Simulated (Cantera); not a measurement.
## Hydrocarbon pyrolysis for carbon deposition

An isothermal, constant-pressure homogeneous reactor starts with 3.85 % C2H6, 96.2 % N2, at 1475 K and 0.405 atm.

Computed with Cantera and GRI-Mech 3.0 (53 species, 325 reactions). GRI-Mech 3.0 stops at C3 and has no aromatics, soot or wall deposition, so with more carbon than oxygen in the feed, carbon stays in small species such as C2H2 where larger ones or solid carbon would form.

```json
[
 {"t (s)": "2.00e-6", "x C2H6": "0.0384", "x CH4": "3.04e-7", "x C2H": "<1e-12", "x HCN": "<1e-12", "x C2H4": "6.41e-8"},
 {"t (s)": "1.29e-5", "x C2H6": "0.0383", "x CH4": "1.23e-5", "x C2H": "<1e-12", "x HCN": "<1e-12", "x C2H4": "1.27e-5"},
 {"t (s)": "8.38e-5", "x C2H6": "0.0357", "x CH4": "0.000397", "x C2H": "2.42e-10", "x HCN": "1.92e-8", "x C2H4": "0.00173"},
 {"t (s)": "0.000543", "x C2H6": "0.0160", "x CH4": "0.00464", "x C2H": "8.72e-9", "x HCN": "1.29e-7", "x C2H4": "0.0167"},
 {"t (s)": "0.00352", "x C2H6": "0.000244", "x CH4": "0.00952", "x C2H": "1.46e-8", "x HCN": "1.88e-7", "x C2H4": "0.0148"},
 {"t (s)": "0.0228", "x C2H6": "3.81e-6", "x CH4": "0.00955", "x C2H": "3.32e-9", "x HCN": "1.87e-7", "x C2H4": "0.00605"},
 {"t (s)": "0.147", "x C2H6": "2.19e-6", "x CH4": "0.00939", "x C2H": "3.43e-9", "x HCN": "1.86e-7", "x C2H4": "0.000514"},
 {"t (s)": "0.954", "x C2H6": "1.88e-6", "x CH4": "0.00869", "x C2H": "3.51e-9", "x HCN": "1.87e-7", "x C2H4": "0.000290"},
 {"t (s)": "6.18", "x C2H6": "8.79e-7", "x CH4": "0.00578", "x C2H": "3.78e-9", "x HCN": "1.94e-7", "x C2H4": "0.000313"},
 {"t (s)": "40.0", "x C2H6": "1.51e-7", "x CH4": "0.00202", "x C2H": "4.25e-9", "x HCN": "2.15e-7", "x C2H4": "0.000350"}
]
```
x: mole fraction; the columns are a selection and need not sum to one.

Equilibrium at this temperature and pressure: C2H6 3.53e-8, CH4 0.000898, C2H 1.39e-9, HCN 0.0479, C2H4 0.000117 (gas phase only).
